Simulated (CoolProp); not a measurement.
The fluid at 225.82 K and 2.63 MPa is throttled through a valve to 0.418 MPa with no heat exchange. The same conditions are run with several fluids, on thermodynamics alone (safety and materials aside).

Values from CoolProp's reference Helmholtz-energy equation of state of each fluid (fluorine: de Reuck 1990; methane: Setzmann 1991; carbon monoxide: Lemmon 2006; dry air: Lemmon 2000; oxygen: Schmidt 1985). Blends and air are pseudo-pure fits.

Problem. Rank fluorine, methane, carbon monoxide, dry air, oxygen by temperature change (K), highest first.

Solution. fluorine (-7.4), dry air (-8.6), carbon monoxide (-9.4), oxygen (-10.1), methane (-18.0)

| fluid | final density (kg/m³) |
|---|---|
| fluorine | 8.80 |
| methane | 3.98 |
| carbon monoxide | 6.56 |
| dry air | 6.75 |
| oxygen | 7.53 |
